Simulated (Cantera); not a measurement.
**Stirred combustor or abatement burner**

A perfectly stirred reactor is fed with H2 : O2 : N2 = 1 : 0.704 : 2.65 (molar parts), at 3750 Torr; it is adiabatic with a 350 K inlet, and is followed from long to short residence time, starting on the burning branch (τ in s: 0.021, 0.0072, 0.0024, 0.00082, 0.00028, 9.4e-05, 3.2e-05, 1.1e-05, 3.6e-06).

Cantera simulation using the H2/O2 subset of GRI-Mech 3.0, which has no nitrogen chemistry; the numbers are that mechanism's predictions, not measurements. The hydrogen kinetics of GRI-Mech 3.0 are dated; newer H2 mechanisms differ, most at raised pressure.

| τ (s) | T (K) | x H2 | x O2 | x OH | x H | x HO2 | x O | x H2O2 |
|---|---|---|---|---|---|---|---|---|
| 0.021 | 2080 | 0.000373 | 0.0524 | 0.00254 | 3.06e-5 | 3.77e-6 | 0.000157 | 3.49e-7 |
| 0.0072 | 2077 | 0.000549 | 0.0523 | 0.00292 | 5.04e-5 | 4.60e-6 | 0.000211 | 4.00e-7 |
| 0.0024 | 2070 | 0.000967 | 0.0523 | 0.00367 | 0.000110 | 6.79e-6 | 0.000344 | 5.16e-7 |
| 0.00082 | 2056 | 0.00183 | 0.0522 | 0.00486 | 0.000280 | 1.17e-5 | 0.000630 | 7.21e-7 |
| 0.00028 | 2031 | 0.00352 | 0.0524 | 0.00646 | 0.000749 | 2.17e-5 | 0.00120 | 1.04e-6 |
| 9.4e-5 | 1985 | 0.00670 | 0.0531 | 0.00834 | 0.00200 | 4.11e-5 | 0.00229 | 1.52e-6 |
| 3.2e-5 | 1906 | 0.0121 | 0.0549 | 0.00993 | 0.00489 | 7.46e-5 | 0.00403 | 2.28e-6 |
| 1.1e-5 | 1780 | 0.0212 | 0.0591 | 0.0103 | 0.0104 | 0.000128 | 0.00616 | 3.90e-6 |
| 3.6e-6 | 1546 | 0.0486 | 0.0740 | 0.00732 | 0.0165 | 0.000242 | 0.00617 | 1.03e-5 |
x: mole fraction; the columns are a selection and need not sum to one.
